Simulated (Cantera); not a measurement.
A perfectly stirred reactor is fed with CH4 : O2 : N2 = 1 : 3.39 : 12.7 (molar parts), at 10.0 bar; it is adiabatic with a 725 K inlet, and is followed from long to short residence time, starting on the burning branch (τ in s: 0.032, 0.015, 0.0072, 0.0034, 0.0016, 0.00078, 0.00037, 0.00018, 8.4e-05, 4e-05, 1.9e-05, 9e-06, 4.3e-06).

Detailed kinetics in Cantera: GRI-Mech 3.0 (53 species, 325 reactions).

One state of this run: T (K) = 1958; x CH4 = 0.000135; x O2 = 0.0824; x CO2 = 0.0554; x C2H4 = 1.98e-7; x H2O2 = 6.18e-7; x CH2 = 8.79e-7. x: mole fraction; the columns are a selection and need not sum to one.

**Question.** Which value of τ (s) does it belong to?
(A) 0.00037
(B) 0.0016
(C) 0.015
(D) 0.00078

**Answer.** A, 0.00037
